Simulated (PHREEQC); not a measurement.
Consider water at 25 °C with 0.03 mol HF, 0.031 mol NH4F, 0.015 mol (NH4)2SiF6 and 0.29 mol HCl per kg of water. Closed to the air; pH follows from the charge balance.

The numbers come from PHREEQC with the ion-association model, phreeqc.dat.

This is a speciation only: nothing precipitates in the calculation.

Task: Order these F species by the share of F that they hold, largest first: SiF6-2, F-, HF.

Result: SiF6-2 (60 %), HF (40 %), F- (0.22 %)

The pH is 0.69 and the ionic strength 0.335 mol/kgw. Complexes and solids missing from the database can't appear. SiF6-2 is the database's only silicon fluoride.
